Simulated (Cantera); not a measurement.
A closed system holds: 1 mol SiH₂Cl₂, a varied amount of NH₃, at 1527 °C and 133 Pa.

These are equilibrium values from Cantera (NASA tables, ideal gas, pure condensed phases), not measurements of a reactor. Candidate condensed phases: NH₄Cl, Si, Si₃N₄; 28 gas species. Gases not in the tables: Si₂H₆ and higher silanes. Kinetics and transport are ignored.

### Question
What share of the Si ends up in condensed phases as a function of n(NH₃) (mol), at 0.12, 0.25, 0.38, 0.51, 0.65, 0.78, 0.91, 1, 1.2, 1.3, 1.4, 1.6, 1.7?

### Answer
```tsv
n(NH₃) (mol)	Si condensed (%)	as
0.12	23.5	Si(l)
0.25	25.2	Si(l)
0.38	26.8	Si(l)
0.51	28.2	Si(l)
0.65	29.6	Si(l)
0.78	30.9	Si(l)
0.91	32.0	Si(l)
1	32.8	Si(l)
1.2	34.3	Si(l)
1.3	35.1	Si(l)
1.4	35.8	Si(l)
1.6	37.1	Si(l)
1.7	37.7	Si(l)
```
